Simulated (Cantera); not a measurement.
A perfectly stirred reactor is fed with CH4 : N2 = 1 : 100 (molar parts), at 0.0440 bar; it is held at 1925 K, and followed from long to short residence time.

Cantera simulation using GRI-Mech 3.0 (53 species, 325 reactions); the numbers are that mechanism's predictions, not measurements. GRI-Mech 3.0 stops at C3 and has no aromatics, soot or wall deposition, so with more carbon than oxygen in the feed, carbon stays in small species such as C2H2 where larger ones or solid carbon would form. Radical loss at walls, strong at low pressure, is not modelled.

x: mole fraction; the columns are a selection and need not sum to one.

```json
[
 {"τ (s)": "9.7", "x CH4": "6.24e-5", "x HCN": "0.00236", "x CH2": "5.70e-7", "x CH3": "2.44e-5", "x H": "0.000288", "x C2H": "1.05e-6", "x C2H4": "3.12e-7"},
 {"τ (s)": "3.8", "x CH4": "(withheld)", "x HCN": "(withheld)", "x CH2": "(withheld)", "x CH3": "(withheld)", "x H": "(withheld)", "x C2H": "1.02e-6", "x C2H4": "(withheld)"},
 {"τ (s)": "1.4", "x CH4": "0.000284", "x HCN": "0.000637", "x CH2": "1.30e-6", "x CH3": "8.03e-5", "x H": "0.000207", "x C2H": "9.27e-7", "x C2H4": "3.26e-6"},
 {"τ (s)": "0.56", "x CH4": "0.000562", "x HCN": "0.000290", "x CH2": "1.78e-6", "x CH3": "0.000135", "x H": "0.000173", "x C2H": "8.00e-7", "x C2H4": "9.29e-6"},
 {"τ (s)": "0.22", "x CH4": "(withheld)", "x HCN": "(withheld)", "x CH2": "(withheld)", "x CH3": "(withheld)", "x H": "(withheld)", "x C2H": "(withheld)", "x C2H4": "(withheld)"},
 {"τ (s)": "0.083", "x CH4": "0.00212", "x HCN": "4.32e-5", "x CH2": "2.83e-6", "x CH3": "0.000353", "x H": "0.000108", "x C2H": "5.03e-7", "x C2H4": "6.74e-5"},
 {"τ (s)": "0.032", "x CH4": "0.00375", "x HCN": "1.36e-5", "x CH2": "3.11e-6", "x CH3": "0.000516", "x H": "7.72e-5", "x C2H": "3.45e-7", "x C2H4": "0.000149"},
 {"τ (s)": "0.012", "x CH4": "0.00613", "x HCN": "2.83e-6", "x CH2": "2.81e-6", "x CH3": "0.000651", "x H": "4.41e-5", "x C2H": "1.75e-7", "x C2H4": "0.000239"},
 {"τ (s)": "0.0048", "x CH4": "0.00841", "x HCN": "2.95e-7", "x CH2": "1.68e-6", "x CH3": "0.000575", "x H": "1.78e-5", "x C2H": "4.93e-8", "x C2H4": "0.000162"},
 {"τ (s)": "0.0019", "x CH4": "0.00950", "x HCN": "1.60e-8", "x CH2": "5.53e-7", "x CH3": "0.000304", "x H": "6.41e-6", "x C2H": "5.23e-9", "x C2H4": "2.92e-5"}
]
```

Problem. What belongs in the gaps?

Solution. 
- 3.8, x CH4: 0.000132
- 3.8, x HCN: 0.00135
- 3.8, x CH2: 8.73e-7
- 3.8, x CH3: 4.42e-5
- 3.8, x H: 0.000247
- 3.8, x C2H4: 9.88e-7
- 0.22, x CH4: 0.00110
- 0.22, x HCN: 0.000120
- 0.22, x CH2: 2.31e-6
- 0.22, x CH3: 0.000221
- 0.22, x H: 0.000141
- 0.22, x C2H: 6.57e-7
- 0.22, x C2H4: 2.56e-5
